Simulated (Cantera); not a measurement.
Charge: 1 mol SiF4, 0.35 mol O3, 26 mol H2, equilibrated at 10.0 mbar.

Method: chemical equilibrium by Gibbs-energy minimisation in Cantera with the NASA 1993 tables (ideal gas, pure condensed phases). Candidate condensed phases: H2O, Si, SiO2; 38 gas species. The tables' values for SiF3, SiF2 are old estimates; treat these amounts as uncertain. The tables hold silica as quartz up to 1696 K and as liquid above; real silica turns to tridymite and cristobalite and melts near 1996 K. The numbers say what is thermodynamically allowed, not how fast it happens. All values below are at 1600 K.

Base state: H2 0.899, HF 0.0809, SiF4 0.0144, SiO 0.00231, SiF3 0.00190, H2O 0.000999, H 0.000515, SiHF3 0.000153 (mole fractions); condensed: SiO2(β-quartz).

Task: What changes in the equilibrium state with this change: 0.44 mol Cl2 added?

Result: 
| species | before | after |
|---|---|---|
| H2 | 0.899 | 0.869 |
| HF | 0.0809 | 0.0796 |
| HCl | 0 | 0.0313 |
| SiF4 | 0.0144 | 0.0141 |
| Cl | 0 | 1.44e-5 |
| SiHF3 | 0.000153 | 0.000148 |
| H2O | 0.000999 | 0.000977 |
| SiF2 | 0.000121 | 0.000118 |
| SiF3 | 0.00190 | 0.00186 |
| SiO2(β-quartz), mol | 0.479 | 0.479 |
